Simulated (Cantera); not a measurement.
What does this Cantera script print?

```python
import numpy as np
import cantera as ct

gas_names = """
    C CH CH2 CH3 CH2OH CH3O CH4 CH3OH CO CO2 COOH C2 C2H CHCO,ketyl C2H2,acetylene C2H2,vinylidene
    CH2CO,ketene C2H3,vinyl CH3CO,acetyl C2H4 C2H4O,ethylen CH3CHO,ethanal CH3COOH (HCOOH)2 C2H5 C2H6
    CH3OCH3 C2H5OH C2O C3 C3H3,propargyl C3H4,allene C3H4,propyne C3H4,cyclo- C3H5,allyl C3H6,propylene
    C3H6,cyclo- C3H6O C3H7,n-propyl C3H7,i-propyl C3H8 C3H8O,1propanol C3H8O,2propanol C3O2 C4 C4H2
    C4H4,1,3-cyclo- C4H6,butadiene C4H6,2-butyne C4H6,cyclo- C4H8,1-butene C4H8,cis2-buten
    C4H8,tr2-butene C4H8,isobutene C4H8,cyclo- (CH3COOH)2 C4H9,n-butyl C4H9,i-butyl C4H9,s-butyl
    C4H9,t-butyl C4H10,isobutane C4H10,n-butane C5 C5H6,1,3cyclo- C5H8,cyclo- C5H10,1-pentene
    C5H10,cyclo- C5H11,pentyl C5H11,t-pentyl C5H12,n-pentane C5H12,i-pentane CH3C(CH3)2CH3 C6H2
    C6H5,phenyl C6H5O,phenoxy C6H6 C6H5OH,phenol C6H10,cyclo- C6H12,1-hexene C6H12,cyclo- C6H13,n-hexyl
    C7H7,benzyl C7H8 C7H8O,cresol C7H14,1-heptene C7H15,n-heptyl C7H16,n-heptane C8H8,styrene
    C8H10,ethylbenz C8H16,1-octene C8H17,n-octyl C8H18,isooctane C8H18,n-octane C9H19,n-nonyl
    C10H8,naphthale C10H21,n-decyl C12H9,o-bipheny C12H10,bipheny H HCO HO2 H2 HCHO,formaldehy HCOOH H2O
    H2O2 O OH O2 O3
""".split()
cond_names = """
    C(gr) C6H6(L) C7H8(L) C8H18(L),n-octa H2O(s) H2O(L)
""".split()


def load(file, names, dense=False):
    # The tables refer to 1 bar. Condensed volumes are neglected.
    table = {s.name: s for s in ct.Species.list_from_file(file)}
    out = []
    for n in names:
        d = dict(table[n].input_data)
        d["thermo"] = dict(d["thermo"], **{"reference-pressure": 1e5})
        if dense:
            d["equation-of-state"] = {"model": "constant-volume", "density": "1e6 g/cm^3"}
        out.append(ct.Species.from_dict(d))
    return out


gas = ct.Solution(thermo="ideal-gas", species=load("nasa_gas.yaml", gas_names))
cond = {s.name: ct.Solution(thermo="fixed-stoichiometry", species=[s], name=s.name)
        for s in load("nasa_condensed.yaml", cond_names, dense=True)}
atoms = {
    'CH4': {'C': 1, 'H': 4},
    'O2': {'O': 2},
    'H2': {'H': 2},
}
top_T = {'C(gr)': 4500}  # K; cautious upper limits of use, not melting points


def equilibrate(T, P, feed):
    n = {}
    for name, mol in feed.items():
        for a, k in atoms[name].items():
            n[a] = n.get(a, 0.0) + k * mol
    gas.TPX = T, P, n
    mass = sum(n.values()) * gas.mean_molecular_weight
    gas.equilibrate("TP")
    valid = [c for c in cond.values() if c.min_temp <= T <= top_T.get(c.name, c.max_temp)]
    mix = ct.Mixture([(gas, mass / gas.mean_molecular_weight)] + [(c, 0.0) for c in valid])
    mix.T, mix.P = T, P
    mix.equilibrate("TP", solver="vcs", rtol=1e-11, max_steps=5000)
    return mix


results = []
T = 625  # K
P = 280  # Pa
for m in [0.75, 1.5, 3, 6.1, 12, 25, 49]:
    feed = {'CH4': 1, 'O2': 0.091, 'H2': m}  # mol
    mix = equilibrate(T, P, feed)
    results.append((T, P, feed, dict(zip(mix.species_names, mix.species_moles))))

top = {s: max(r[3][s] / sum(r[3][g] for g in gas_names) for r in results) for s in gas_names}
cols = sorted((s for s in top if top[s] > 0.001), key=lambda s: -top[s])[:5]
seen = [c for c in cond_names if any(r[3].get(c, 0) > 1e-12 for r in results)]
print("log10 of partial pressures in bar; condensed amounts in mol")
print(f"{'n(H2)':>10s}" + "".join(f"{s[:9]:>10s}" for s in cols + seen))
for T, P, feed, n in results:
    ng = sum(n[g] for g in gas_names)
    print(f"{feed['H2']:10.4g}" + "".join(f"{np.log10(max(n[s] / ng * P / 1e5, 1e-99)):10.3f}" for s in cols)
          + "".join(f"{n.get(c, 0):10.4g}" for c in seen))
```

It prints:

```
log10 of partial pressures in bar; condensed amounts in mol
     n(H2)        H2       CH4       H2O       CO2        CO     C(gr)
      0.75    -2.630    -3.574    -3.789    -4.843    -5.000    0.7371
       1.5    -2.624    -3.563    -3.878    -5.033    -5.095    0.6671
         3    -2.618    -3.551    -4.016    -5.320    -5.238    0.5247
       6.1    -2.612    -3.539    -4.209    -5.718    -5.437    0.2264
        12    -2.594    -3.671    -4.433    -6.371    -5.848         0
        25    -2.573    -3.969    -4.717    -7.320    -6.493         0
        49    -2.563    -4.253    -4.996    -8.200    -7.084         0
```

Method: chemical equilibrium by Gibbs-energy minimisation in Cantera with the NASA 1993 tables (ideal gas, pure condensed phases).
